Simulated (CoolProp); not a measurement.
Model: reference Helmholtz-energy equation of state, Gao 2016, in CoolProp.

Problem. Give the vapour pressure (MPa), liquid density (kg/m³), enthalpy of vaporisation (kJ/kg), vapour Z of saturated sulfur dioxide at 335.1, 344.1, 353.1 K.

Solution. 
```tsv
T (K)	p (MPa)	liquid density (kg/m³)	enthalpy of vaporisation (kJ/kg)	vapour Z
335.1	1.16	1260	314	0.858
344.1	1.45	1220	302	0.835
353.1	1.80	1190	290	0.809
```
